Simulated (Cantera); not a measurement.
A Cantera script and what it prints.

```python
import numpy as np
import cantera as ct

gas_names = """
    O2 Br2
""".split()
cond_names = """
    Ca(L) CaBr2(L) CaO(s)
""".split()


# ... load() reads the species with a 1 bar reference pressure and builds the phases ...
species = {s.name: s for s in load("nasa_gas.yaml", gas_names) + load("nasa_condensed.yaml", cond_names)}
T = 1875
g = {n: (s.thermo.h(T) - T * s.thermo.s(T)) / (ct.gas_constant * T * np.log(10)) for n, s in species.items()}
valid = cond_names  # the entries whose range holds T


def stable(la, lb):
    # potentials (over RT ln 10) of the two non-metals from log10 p(O2) and log10 p(Br2) in bar
    mu = {}
    mu["O"] = (g["O2"] + la) / 2
    mu["Br"] = (g["Br2"] + lb) / 2
    cost = {}
    for n in valid:
        c = species[n].composition
        cost[n] = (g[n] - sum(c.get(e, 0) * m for e, m in mu.items())) / c["Ca"]
    return min(cost, key=cost.get)


results = []
for lb in [0, -1.1, -2.2, -3.3, -4.4, -5.5, -6.6, -7.7, -8.8, -9.9, -11]:
    row = [stable(la, lb) for la in [-22, -20.3, -18.6, -16.9, -15.2, -13.5, -11.8, -10.2, -8.5, -6.8, -5.1, -3.4, -1.7, 0]]
    results.append(row)
    print(f"{lb:6.1f}  " + " ".join(f"{valid.index(n):x}" for n in row))
print("key: " + ", ".join(f"{i:x} {n}" for i, n in enumerate(valid)))
```

It prints:

```
   0.0  1 1 1 1 1 1 1 1 1 1 1 1 1 1
  -1.1  1 1 1 1 1 1 1 1 1 1 1 1 1 2
  -2.2  1 1 1 1 1 1 1 1 1 1 1 1 2 2
  -3.3  1 1 1 1 1 1 1 1 1 1 1 2 2 2
  -4.4  1 1 1 1 1 1 1 1 1 2 2 2 2 2
  -5.5  1 1 1 1 1 1 1 1 2 2 2 2 2 2
  -6.6  1 1 1 1 1 1 1 2 2 2 2 2 2 2
  -7.7  1 1 1 1 1 2 2 2 2 2 2 2 2 2
  -8.8  1 1 1 1 2 2 2 2 2 2 2 2 2 2
  -9.9  1 1 1 2 2 2 2 2 2 2 2 2 2 2
 -11.0  1 1 2 2 2 2 2 2 2 2 2 2 2 2
key: 0 Ca(L), 1 CaBr2(L), 2 CaO(s)
```

Cantera with NASA thermochemical tables; ideal gases at 1 bar, condensed phases pure. Not in the tables: oxide halides.
